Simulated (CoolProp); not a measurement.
Vapour pressure (bar) of R245ca: the reference equation beside estimates from Tc = 174.4 °C, pc = 39.41 bar, ω = 0.355. Clausius-Clapeyron is anchored at -27.55 °C with a constant enthalpy of vaporisation of 31.32 kJ/mol.

Model: reference Helmholtz-energy equation of state, Zhou 2016, in CoolProp.

```tsv
T (°C)	reference	Lee-Kesler	Clausius-Clapeyron	Redlich-Kwong	Soave-Redlich-Kwong	Peng-Robinson
-54.45	0.01061	0.01108	0.01138	0.06433	0.01143	0.01266
-40.95	0.03042	0.03090	0.03098	0.1464	0.03168	0.03420
-27.55	0.07507	0.07512	0.07507	0.2958	0.07655	0.08093
-14.15	0.1649	0.1639	0.1660	0.5461	0.1660	0.1726
-0.65	0.3307	0.3282	0.3412	0.9394	0.3307	0.3392
12.75	0.6089	0.6052	0.6521	1.513	0.6072	0.6161
26.15	1.048	1.045	1.176	2.314	1.046	1.052
39.55	1.706	1.706	2.017	3.391	1.705	1.703
53.05	2.656	2.663	3.320	4.800	2.661	2.646
66.45	3.955	3.974	5.237	6.569	3.978	3.940
79.85	5.690	5.722	7.978	8.752	5.743	5.675
93.25	7.945	7.993	11.79	11.39	8.048	7.942
106.75	10.84	10.90	16.98	14.55	11.01	10.86
```

Absolute difference from the reference over all 13 rows, mean and median: Lee-Kesler 0.8 and 0.6 %, Clausius-Clapeyron 19.5 and 12.2 %, Redlich-Kwong 172.5 and 120.8 %, Soave-Redlich-Kwong 1.5 and 0.7 %, Peng-Robinson 3.8 and 0.4 %.
